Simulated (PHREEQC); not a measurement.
Consider water at 25 °C with 0.0017 mol/kgw ZnSO4 and 6.8e-05 mol/kgw NaCl. Closed to the air; pH follows from the charge balance.

Model: ion-association model, wateq4f.dat, run in PHREEQC.

```json
{
 "pH": "5.98",
 "ionic_strength": "0.00582 mol/kgw"
}
```

```tsv
species	molality	activity	log γ
Zn+2	0.00144	0.00105	-0.135
SO4-2	0.00144	0.00104	-0.139
ZnSO4	0.000257	0.000258	0.001
Cl-	6.78e-5	6.25e-5	-0.036
Na+	6.77e-5	6.24e-5	-0.035
Zn(SO4)2-2	3.03e-6	2.19e-6	-0.141
ZnOH+	1.20e-6	1.11e-6	-0.035
H+	1.12e-6	1.04e-6	-0.032
NaSO4-	3.53e-7	3.27e-7	-0.034
```

Precipitation was switched off in this run. Species that the database lacks are ignored.
